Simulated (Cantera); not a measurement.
What does this Cantera script print?

```python
import numpy as np
import cantera as ct

gas_names = """
    C CN CO CO2 C2 CCN CNC C2N2 C2O C3 C3O2 C4 C4N2 C5 N NCO NO NO2 NO3 N2 N2O O O2 O3 Pb PbO Pb2
""".split()
cond_names = """
    C(gr) Pb(cr) Pb(L) PbO(rd) PbO(yw) PbO(L) PbO2(s) Pb3O4(s)
""".split()


# ... load() reads the species with a 1 bar reference pressure and builds the phases ...
atoms = {
    'Pb': {'Pb': 1},
    'CO2': {'C': 1, 'O': 2},
    'N2': {'N': 2},
}
top_T = {'C(gr)': 4500, 'Pb3O4(s)': 820}  # K; cautious upper limits of use, not melting points


# ... equilibrate(T, P, feed) seeds the gas with the atoms and calls Mixture.equilibrate('TP', solver="vcs", rtol=1e-11, max_steps=5000) ...
results = []
feed = {'Pb': 1, 'CO2': 8.3, 'N2': 1.9}  # mol
T = 1350  # K
P = 100000  # Pa
mix = equilibrate(T, P, feed)
results.append((T, P, feed, dict(zip(mix.species_names, mix.species_moles))))
x = sorted(zip(gas.X, gas.species_names), reverse=True)
print(f"T = {T:g} K  P = {P:g} Pa  gas = {mix.phase_moles(0):.4g} mol")
print("   x: " + "  ".join(f"{s} {v:.3e}" for v, s in x if v > 1e-05))
print("   condensed (mol): " + ("  ".join(f"{mix.phase(i).name} {mix.phase_moles(i):.4g}"
      for i in range(1, mix.n_phases) if mix.phase_moles(i) > 1e-12) or "none"))
```

It prints:

```
T = 1350 K  P = 100000 Pa  gas = 10.26 mol
   x: CO2 8.079e-01  N2 1.852e-01  Pb 4.893e-03  CO 9.943e-04  PbO 9.939e-04
   condensed (mol): Pb(L) 0.9396
```

These are equilibrium values from Cantera (NASA tables, ideal gas, pure condensed phases), not measurements of a reactor. Gases not in the tables: (PbO)n polymers.
